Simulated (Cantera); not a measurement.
Cantera run:

```python
import numpy as np
import cantera as ct

gas_names = [...]  # 110 gases of nasa_gas.yaml made of C, H, O
cond_names = """
    C(gr) C6H6(L) C7H8(L) C8H18(L),n-octa H2O(s) H2O(L)
""".split()


# ... load() reads the species with a 1 bar reference pressure and builds the phases ...
atoms = {
    'acetone': {'C': 3, 'H': 6, 'O': 1},
    'H2': {'H': 2},
}
top_T = {'C(gr)': 4500}  # K; cautious upper limits of use, not melting points


# ... equilibrate(T, P, feed) seeds the gas with the atoms and calls Mixture.equilibrate('TP', solver="vcs", rtol=1e-11, max_steps=5000) ...
results = []
feed = {'acetone': 1, 'H2': 3.2}  # mol
P = 34000  # Pa
for T in [1523, 1673, 1823, 1973, 2123, 2273, 2423, 2573, 2723, 2873]:
    mix = equilibrate(T, P, feed)
    results.append((T, P, feed, dict(zip(mix.species_names, mix.species_moles))))

top = {s: max(r[3][s] / sum(r[3][g] for g in gas_names) for r in results) for s in gas_names}
cols = sorted((s for s in top if top[s] > 0.0001), key=lambda s: -top[s])[:9]
seen = [c for c in cond_names if any(r[3].get(c, 0) > 1e-12 for r in results)]
print("log10 of partial pressures in bar; condensed amounts in mol")
print(f"{'T/K':>10s}" + "".join(f"{s[:9]:>10s}" for s in cols + seen))
for T, P, feed, n in results:
    ng = sum(n[g] for g in gas_names)
    print(f"{T:10.4g}" + "".join(f"{np.log10(max(n[s] / ng * P / 1e5, 1e-99)):10.3f}" for s in cols)
          + "".join(f"{n.get(c, 0):10.4g}" for c in seen))
```

Output:

```
log10 of partial pressures in bar; condensed amounts in mol
       T/K        H2         H        CO C2H2,acet       C2H       CH4      C4H2        C3     C(gr)
      1523    -0.534    -4.903    -1.326    -5.461   -12.495    -3.705   -10.805   -17.302     1.996
      1673    -0.534    -4.210    -1.326    -4.778   -10.764    -3.983    -9.431   -14.758     1.997
      1823    -0.534    -3.630    -1.326    -4.209    -9.321    -4.215    -8.286   -12.640     1.996
      1973    -0.535    -3.137    -1.326    -3.728    -8.099    -4.410    -7.319   -10.850     1.991
      2123    -0.537    -2.714    -1.327    -3.318    -7.052    -4.579    -6.491    -9.320     1.979
      2273    -0.541    -2.346    -1.329    -2.965    -6.145    -4.729    -5.777    -7.996     1.953
      2423    -0.550    -2.026    -1.332    -2.661    -5.355    -4.868    -5.158    -6.841     1.905
      2573    -0.565    -1.747    -1.337    -2.401    -4.661    -5.004    -4.621    -5.825     1.823
      2723    -0.590    -1.503    -1.346    -2.182    -4.051    -5.147    -4.155    -4.924     1.696
      2873    -0.629    -1.293    -1.360    -2.003    -3.514    -5.305    -3.756    -4.121     1.506
```

These are equilibrium values from Cantera (NASA tables, ideal gas, pure condensed phases), not measurements of a reactor. The feed counts by its element totals alone.
